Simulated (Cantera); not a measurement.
A closed system holds: 1 mol CS2, 0.13 mol SO2, 6.9 mol H2, at 100000 Pa.

Equilibrium computed with Cantera from the NASA thermochemical tables; the gas is ideal and each condensed phase is pure. Candidate condensed phases: C, C6H6, C7H8, C8H18, H2O, H2SO4, S; 123 gas species. The numbers say what is thermodynamically allowed, not how fast it happens.

Q: At 2150 K, list the 5 most abundant gas species with their mole fractions, and the condensed phases.

A: H2 0.788, CS2 0.0627, H2S 0.0485, CO 0.0318, CS 0.0266. Condensed: gas only.
